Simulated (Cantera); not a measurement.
Adiabatic ignition

An adiabatic, constant-pressure homogeneous reactor starts with CH4 : H2 : O2 : N2 : H2O = 1 : 0.035 : 1.34 : 5.06 : 0.77 (molar parts), equivalence ratio 1.5, at 1298 K and 7.60 bar.

Computed with Cantera and GRI-Mech 3.0 (53 species, 325 reactions).

```csv
t (s),T (K),x CH4,x H2,x O2,x O,x HCN
9.00e-6,1298,0.122,0.00427,0.163,2.60e-10,<1e-12
2.51e-5,1298,0.122,0.00427,0.163,8.61e-10,<1e-12
6.97e-5,1298,0.122,0.00426,0.163,4.11e-9,<1e-12
0.000194,1298,0.122,0.00426,0.163,1.32e-8,<1e-12
0.000540,1301,0.121,0.00425,0.163,2.12e-8,<1e-12
0.00150,1337,0.114,0.00529,0.158,1.31e-7,<1e-12
0.00419,2538,2.27e-11,0.0768,6.39e-5,5.07e-5,6.13e-8
0.0117,2537,2.29e-11,0.0769,6.34e-5,5.04e-5,8.12e-8
0.0325,2537,2.29e-11,0.0769,6.34e-5,5.04e-5,8.14e-8
0.0903,2537,2.29e-11,0.0769,6.34e-5,5.04e-5,8.14e-8
0.251,2537,2.29e-11,0.0769,6.34e-5,5.04e-5,8.14e-8
0.700,2537,2.29e-11,0.0769,6.34e-5,5.04e-5,8.14e-8
```
x: mole fraction; the columns are a selection and need not sum to one.

```yaml
time_of_steepest_temperature_rise: 1.94 ms
temperature at 0.700 s: 2537 K
equilibrium_temperature: 2537 K
x(CH4) at 0.700 s: 2.29e-11 (gas-phase equilibrium 2.60e-11)
x(H2) at 0.700 s: 0.0769 (gas-phase equilibrium 0.0769)
x(O2) at 0.700 s: 6.34e-5 (gas-phase equilibrium 6.34e-5)
```
